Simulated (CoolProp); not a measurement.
Saturation properties of R125.

Computed with CoolProp (reference Helmholtz-energy equation of state, Lemmon 2005).

| T (K) | p (bar) | liquid cp (kJ/(kg K)) | vapour Z |
|---|---|---|---|
| 198.2 | 0.2186 | 1.066 | 0.9856 |
| 205 | 0.3373 | 1.077 | 0.9803 |
| 211.7 | 0.5006 | 1.089 | 0.9739 |
| 218.4 | 0.7221 | 1.101 | 0.9662 |
| 225.1 | 1.015 | 1.115 | 0.9571 |
| 231.9 | 1.401 | 1.129 | 0.9463 |
| 238.6 | 1.885 | 1.145 | 0.9341 |
| 245.3 | 2.488 | 1.162 | 0.9202 |
| 252 | 3.231 | 1.181 | 0.9046 |

It boils at 225.1 K under 1 atm.
